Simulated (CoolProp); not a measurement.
Properties of R410A along the isotherm 300.4 K (Tc = 344.5 K, pc = 4901 kPa, ω = 0.296).

Values from CoolProp's reference Helmholtz-energy equation of state, Lemmon 2003. It is a pseudo-pure fit of the blend.

| p (kPa) | phase | isothermal compressibility (1/MPa) | expansivity (1/kK) | fugacity coefficient |
|---|---|---|---|---|
| 3060 | liquid | 0.008908 | 4.898 | 0.4665 |
| 6130 | liquid | 0.006858 | 4.138 | 0.2530 |
| 9190 | liquid | 0.005648 | 3.658 | 0.1830 |
| 12300 | liquid | 0.004823 | 3.312 | 0.1483 |
| 15300 | liquid | 0.004246 | 3.058 | 0.1288 |
| 18400 | liquid | 0.003789 | 2.850 | 0.1158 |
| 21400 | liquid | 0.003440 | 2.684 | 0.1073 |
| 24500 | liquid | 0.003146 | 2.541 | 0.1012 |
